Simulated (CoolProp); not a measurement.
The numbers come from the reference Helmholtz-energy equation of state, de Vries 1995 in CoolProp.

For R124, give the phase and the cp (kJ/(kg K)), expansivity (1/kK) at 308.8 K and 4.31 MPa; 329 K and 4.31 MPa; 429.7 K and 4.31 MPa.


- 308.8 K and 4.31 MPa: liquid; cp 1.14, expansivity 2.52
- 329 K and 4.31 MPa: liquid; cp 1.19, expansivity 2.98
- 429.7 K and 4.31 MPa: supercritical; cp 1.43, expansivity 11.7
